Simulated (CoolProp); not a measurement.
Computed with CoolProp (reference Helmholtz-energy equation of state, Gedanitz 2015).

Question: For cyclopentane, give the phase and the cp (kJ/(kg K)), Joule-Thomson coefficient (K/MPa), Prandtl number at 451.8 K and 16.2 MPa; 541.4 K and 12.5 MPa; 502.6 K and 0.0153 MPa.

Answer: 
- 451.8 K and 16.2 MPa: liquid; cp 2.53, Joule-Thomson coefficient -0.109, Prandtl number 3.33
- 541.4 K and 12.5 MPa: supercritical; cp 3.14, Joule-Thomson coefficient 0.762, Prandtl number 2.61
- 502.6 K and 0.0153 MPa: gas; cp 2.17, Joule-Thomson coefficient 7.31, Prandtl number 0.759

Viscosity comes from a separate model (Chung 1988), a generic estimate that can be far off for the liquid and wasn't checked against measurements. Thermal conductivity comes from a separate model (Vassiliou 2015).
